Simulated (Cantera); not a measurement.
Charge: 1 mol B, 54 mol H₂, 3 mol N₂, held at 1798 K and 133 Pa.

Equilibrium computed with Cantera from the NASA thermochemical tables; the gas is ideal and each condensed phase is pure. Candidate condensed phases: B, BN; 15 gas species. The tables' values for BH₂ are old estimates; treat these amounts as uncertain. Kinetics and transport are ignored.

Base state: H₂ 0.947, N₂ 0.0441, H 0.00938, BH₂ 3.21e-5 (mole fractions); condensed: BN(s).

Q: What changes in the equilibrium state with this change: temperature from 1798 K to 2023 K?

A: 
| species | before | after |
|---|---|---|
| H₂ | 0.947 | 0.899 |
| N₂ | 0.0441 | 0.0513 |
| H | 0.00938 | 0.0493 |
| BH₂ | 3.21e-5 | 0.000479 |
| B | 6.24e-7 | 0.000146 |
| BH | 1.16e-7 | 1.06e-5 |
| BN(s), mol | 0.998 | 0 |
| B(s), mol | 0 | 0.963 |
